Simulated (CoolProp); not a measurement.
A single-stage vapour-compression cycle with propane: evaporating at 231.15 K (dew point), condensing at 295.15 K (bubble point), superheat 5 K, subcooling 8 K, compressor efficiency 0.75, no pressure losses. Each further row changes one setting.

The numbers come from the reference Helmholtz-energy equation of state, Lemmon 2009 in CoolProp.

```
case                              cooling COP  pressure ratio  discharge temperature (K)  refrigerating effect (kJ/kg)  volumetric capacity (kJ/m³)
--------------------------------  -----------  --------------  -------------------------  ----------------------------  ---------------------------
as stated                                   …            8.66                      332.3                           297                          705
evaporating temperature 236.15 K            …            6.98                      328.5                           304                            …
condensing temperature 290.15 K          2.41            7.58                      326.2                           310                          736
subcooling 13 K                          2.25            8.66                      332.3                           310                          736
superheat 15 K                           2.17            8.66                      342.9                             …                          706
compressor efficiency 0.65                  …            8.66                      342.9                           297                          705
```

Task: What belongs in the gaps?

Result: 
- as stated, cooling COP: 2.16
- evaporating temperature 236.15 K, cooling COP: 2.45
- evaporating temperature 236.15 K, volumetric capacity (kJ/m³): 879
- superheat 15 K, refrigerating effect (kJ/kg): 312
- compressor efficiency 0.65, cooling COP: 1.87
